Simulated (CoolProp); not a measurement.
Vapour-liquid equilibrium of propylene (1) + isobutane (2) at 335.4 K; x and y are mole fractions of (1).

Computed with CoolProp (multi-fluid Helmholtz-energy mixture model, Lemmon 2013 and Bücker 2006; pair parameters Bell 2016).

```tsv
x	bubble pressure, mixture model (MPa)	bubble pressure, Raoult's law (MPa)	y, mixture model	y, Raoult's law
0.05	1.008	1.002	0.116	0.132
0.125	1.125	1.131	0.244	0.292
0.2	1.225	1.261	0.342	0.419
0.275	1.317	1.391	0.426	0.523
0.35	1.408	1.521	0.502	0.609
0.425	1.501	1.651	0.574	0.681
0.5	1.601	1.780	0.644	0.743
0.575	1.711	1.910	0.712	0.796
0.65	1.835	2.040	0.776	0.843
0.725	1.975	2.170	0.836	0.884
0.8	2.135	2.299	0.890	0.920
0.875	2.313	2.429	0.938	0.953
0.95	2.508	2.559	0.977	0.982
```

The largest gap from Raoult's law is -10.4 % in bubble pressure, at x = 0.575. No azeotrope shows between x = 0.05 and 0.95.

Pair parameters are fitted to limited data, so mixtures are less certain than the pure fluids. The gap from Raoult's law changes sign with composition, which may be real or a fault of the pair parameters; it wasn't checked against measurements.
